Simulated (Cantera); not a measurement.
A freely propagating, adiabatic, planar premixed flame of CO : H₂ : O₂ : N₂ = 1 : 0.99 : 0.829 : 3.3 (molar parts), unburnt at 598 K and 0.197 atm; mixture-averaged transport, grid criteria slope 0.08 and curve 0.16, no radiation.

Cantera simulation using GRI-Mech 3.0 (53 species, 325 reactions); the numbers are that mechanism's predictions, not measurements. Burning velocities carry a grid error of a few per cent, more on coarse grids.

x: mole fraction of selected species; z is measured from the peak of heat release.

| z (mm) | T (K) | u (m/s) | x CO | x H₂ | x O₂ | x H₂O | x NO | x H₂O₂ |
|---|---|---|---|---|---|---|---|---|
| -14.2 | 598 | 4.36 | 0.163 | 0.162 | 0.135 | <1e-8 | <1e-8 | <1e-8 |
| -9.47 | 598 | 4.36 | 0.163 | 0.162 | 0.135 | <1e-8 | <1e-8 | <1e-8 |
| -7.10 | 598 | 4.36 | 0.163 | 0.162 | 0.135 | <1e-8 | <1e-8 | <1e-8 |
| -4.74 | 598 | 4.36 | 0.163 | 0.162 | 0.135 | <1e-8 | <1e-8 | <1e-8 |
| -2.37 | 601 | 4.38 | 0.163 | 0.161 | 0.135 | 0.000128 | <1e-8 | 6.00e-7 |
| -1.18 | ___ | 5.14 | 0.162 | 0.147 | 0.132 | 0.00686 | <1e-8 | 1.61e-6 |
| 0 | ___ | 7.84 | 0.148 | 0.0671 | 0.0930 | 0.0671 | 4.91e-7 | 8.57e-7 |
| 1.18 | ___ | 9.80 | 0.110 | 0.0242 | 0.0443 | 0.112 | 4.10e-6 | 6.66e-7 |
| 2.37 | ___ | 10.6 | 0.0886 | 0.0258 | 0.0335 | 0.111 | 8.70e-6 | 4.41e-7 |
| 4.74 | 1681 | 11.4 | 0.0800 | 0.0278 | 0.0284 | 0.113 | 1.65e-5 | 2.61e-7 |
| 9.47 | 1824 | 12.3 | 0.0821 | 0.0272 | 0.0259 | 0.122 | 2.75e-5 | 1.47e-7 |
| 18.9 | 1973 | 13.1 | 0.0828 | 0.0253 | 0.0230 | 0.132 | 4.35e-5 | 8.16e-8 |
| 37.9 | 2118 | 13.9 | 0.0807 | 0.0226 | 0.0192 | 0.141 | 7.56e-5 | 4.92e-8 |

Task: What belongs in the gaps?

Result: 
- -1.18, T (K): 710
- 0, T (K): 1107
- 1.18, T (K): 1405
- 2.37, T (K): 1542
